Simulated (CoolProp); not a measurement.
Vapour-liquid equilibrium of propylene (1) + 1-butene (2) at 220.8 K; x and y are mole fractions of (1).

The numbers come from the multi-fluid Helmholtz-energy mixture model, Lemmon 2013 and Lemmon 2005; pair parameters Bell 2016 in CoolProp.

| x | bubble pressure (MPa) | y at the bubble point | dew pressure at overall composition x (MPa) | liquid density (mol/L) |
|---|---|---|---|---|
| 0.05 | 0.01435 | 0.281 | 0.01132 | 12.17 |
| 0.2 | 0.02489 | 0.648 | 0.01311 | 12.51 |
| 0.35 | 0.03540 | 0.797 | 0.01558 | 12.88 |
| 0.5 | 0.04590 | 0.878 | 0.01920 | 13.26 |
| 0.65 | 0.05643 | 0.930 | 0.02498 | 13.65 |
| 0.8 | 0.06701 | 0.966 | 0.03568 | 14.06 |
| 0.95 | 0.07769 | 0.993 | 0.06190 | 14.49 |

No azeotrope shows between x = 0.05 and 0.95.

Pair parameters are fitted to limited data, so mixtures are less certain than the pure fluids.
